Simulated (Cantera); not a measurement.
# Gas-phase reforming

An isothermal, constant-pressure homogeneous reactor starts with 63.3 % CH₄, 36.7 % CO₂, at 2123 K and 28.6 atm.

Detailed kinetics in Cantera: GRI-Mech 3.0 (53 species, 325 reactions). GRI-Mech 3.0 stops at C3 and has no aromatics, soot or wall deposition, so with more carbon than oxygen in the feed, carbon stays in small species such as C2H2 where larger ones or solid carbon would form. The pressure lies above the range GRI-Mech 3.0 was tuned for (to about 10 atm).

```
t (s)      x CH₄    x CO₂   x C₂H₄     x H₂O  x C₂H₂
--------  ------  -------  -------  --------  ------
0.000600  0.0283   0.0130  0.00513    0.0965   0.111
0.00160   0.0247  0.00620  0.00412    0.0451  0.0807
0.00424   0.0219  0.00159  0.00332    0.0115  0.0610
0.0113    0.0209  9.29e-5  0.00303  0.000670  0.0548
0.0300    0.0208  7.62e-6  0.00302   5.54e-5  0.0544
0.0799    0.0208  7.57e-6  0.00302   5.51e-5  0.0544
0.212     0.0208  7.57e-6  0.00302   5.51e-5  0.0544
0.565     0.0208  7.57e-6  0.00302   5.51e-5  0.0544
1.50      0.0208  7.57e-6  0.00302   5.51e-5  0.0544
4.00      0.0208  7.57e-6  0.00302   5.51e-5  0.0544
10.6      0.0208  7.57e-6  0.00302   5.51e-5  0.0544
28.3      0.0208  7.57e-6  0.00302   5.51e-5  0.0544
75.2      0.0208  7.57e-6  0.00302   5.51e-5  0.0544
200       0.0208  7.57e-6  0.00302   5.51e-5  0.0544
```
x: mole fraction; the columns are a selection and need not sum to one.

Equilibrium at this temperature and pressure: CH₄ 0.0208, CO₂ 7.69e-6, C₂H₄ 0.00302, H₂O 5.59e-5, C₂H₂ 0.0544 (gas phase only).
